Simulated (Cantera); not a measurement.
An isothermal, constant-pressure homogeneous reactor starts with H2 : O2 = 0.26 : 1 (molar parts), at 1473 K and 20.0 Torr.

Computed with Cantera and the H2/O2 subset of GRI-Mech 3.0, which has no nitrogen chemistry. Radical loss at walls, strong at low pressure, is not modelled. The temperature is held fixed by assumption; the heat of reaction is taken as removed at once.

One state of this run: x H2 = 6.47e-5; x O2 = 0.769; x O = 0.000459; x OH = 0.00176; x H2O = 0.229; x H = 1.89e-5; x H2O2 = 4.06e-8. x: mole fraction; the columns are a selection and need not sum to one.

### Question
Which value of t (s) does it belong to?
A) 5.33
B) 0.711
C) 0.0949
D) 0.000225

### Answer
C, 0.0949
